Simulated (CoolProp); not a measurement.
Ethanol along the isotherm 284.15 °C: density (kg/m³) from the reference equation and from simpler models built on Tc = 241.6 °C, pc = 62.68 bar, ω = 0.644; each cubic takes its own stable root.

The numbers come from the reference Helmholtz-energy equation of state, Schroeder 2014 in CoolProp.

```
p (bar)          phase  reference
-------  -------------  ---------
44.8               gas      53.48
89.5     supercritical      160.2
134      supercritical      364.6
179      supercritical      442.4
224      supercritical      482.2
269      supercritical      508.6
313      supercritical      528.2
358      supercritical      544.5
403      supercritical      558.3
448      supercritical      570.3
492      supercritical      580.8
537      supercritical      590.5
582      supercritical      599.3
627      supercritical      607.5
```

Problem. How far does each simpler model (ideal gas, van der Waals, Peng-Robinson) lie from the reference over these 14 states: mean and median of the absolute difference, and the worst?

Solution. 
- ideal gas: mean 31.6 %, median 31.4 %, worst -63.5 % at 284.15 °C and 134 bar
- van der Waals: mean 30.0 %, median 32.9 %, worst -34.1 % at 284.15 °C and 627 bar
- Peng-Robinson: mean 11.1 %, median 10.5 %, worst -19.3 % at 284.15 °C and 134 bar
